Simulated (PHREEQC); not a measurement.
Consider water at 20 °C with 9.4 mmol/kgw Ni(NO3)2, 1.2 mmol/kgw CO2 and 11 mmol/kgw H2SO4. Closed to the air; pH follows from the charge balance.

Equilibrium calculation in PHREEQC: ion-association model, wateq4f.dat.

### Question
The ionic strength comes out as 0.0464 mol/kgw. What activity coefficients do H+, Ni+2, NO3-, SO4-2, HSO4- get?

### Answer
H+ 0.86, Ni+2 0.47, NO3- 0.81, SO4-2 0.47, HSO4- 0.83.

No solid was allowed to form. Species that the database lacks are ignored.
